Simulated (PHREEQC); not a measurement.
0.015 g of hydrous ferric oxide (600 m²/g; 0.2 weak and 0.005 strong sites per Fe, Dzombak-Morel constants, diffuse double layer) in 1 kg of water with 0.05 mol/kgw of an inert sodium salt and 0.0003 mmol/kgw CuCl2, 0.022 mmol/kgw BaCl2 and 0.0049 mmol/kgw ZnCl2, at 25 °C; the pH is set by adding NaOH or the inert anion's acid. Oxygen is held at 0.21 atm. CO2 from the air is kept out. Nothing may precipitate in this run.

Base run: PHREEQC, ion-association model, wateq4f.dat. Each further column changes one thing. The table gives Cu sorbed (%).

| pH | base | no electrostatic term (-no_edl) | background salt from 0.05 to 0.005 mol/kgw | oxide from 0.015 to 0.075 g/kgw | 1.3e-05 mol/kgw MgCl2 added |
|---|---|---|---|---|---|
| 3 | 0.0 | 0.0 | 0.0 | 0.0 | 0.0 |
| 4 | 0.2 | 0.2 | 0.1 | 0.8 | 0.2 |
| 4.5 | 1.2 | 1.9 | 1.1 | 5.9 | 1.2 |
| 5.5 | 38.8 | 59.5 | 36.4 | 77.1 | 38.8 |
| 6 | 77.9 | 89.6 | 77.2 | 95.4 | 77.9 |
| 7 | 96.9 | 99.1 | 96.5 | 99.6 | 96.9 |
| 8 | 95.5 | 97.8 | 94.9 | 99.6 | 95.4 |
| 8.5 | 94.0 | 92.9 | 94.0 | 99.4 | 92.9 |
| 9.5 | 89.2 | 30.0 | 90.7 | 98.7 | 64.3 |
| 10 | 81.4 | 5.8 | 83.5 | 97.8 | 32.8 |
| 11 | 26.1 | 0.3 | 26.0 | 90.5 | 3.6 |

The database's constant for dissolved Cu(OH)2 is higher than later reviews accept. The oxide is taken as insoluble; below pH 4 it would dissolve.
